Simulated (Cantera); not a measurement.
Input: 1 mol MgF2, 0.13 mol HF, 11 mol N2, equilibrated at 1723.15 K and 1.90 Pa.

Cantera equilibrium calculation (NASA polynomials, part measured and part estimated; ideal gas, pure solids and liquids). Candidate condensed phases: Mg, MgF2; 28 gas species. Equilibrium is a limit: real reactors are often held back by kinetics, nucleation or transport.

Base state: N2 0.907, MgF2 0.0821, HF 0.0107, F 0.000350, MgF 0.000287, Mg 2.85e-5 (mole fractions); condensed: gas only.

### Question
What changes in the equilibrium state with this change: temperature from 1723.15 K to 1025 K?

### Answer
```json
[
 {"species": "N2", "before": "0.907", "after": "0.988"},
 {"species": "HF", "before": "0.0107", "after": "0.0117"},
 {"species": "MgF2", "before": "0.0821", "after": "2.36e-6"},
 {"species": "F", "before": "0.000350", "after": "<1e-9"},
 {"species": "MgF", "before": "0.000287", "after": "<1e-9"},
 {"species": "Mg", "before": "2.85e-5", "after": "<1e-9"},
 {"species": "MgF2(s), mol", "before": "0", "after": "1.000"}
]
```

### Question
What changes in the equilibrium state with this change: temperature from 1723.15 K to 948.15 K?

### Answer
```csv
species,before,after
N2,0.907,0.988
HF,0.0107,0.0117
MgF2,0.0821,6.15e-8
F,0.000350,<1e-9
MgF,0.000287,<1e-9
Mg,2.85e-5,<1e-9
"MgF2(s), mol",0,1.000
```
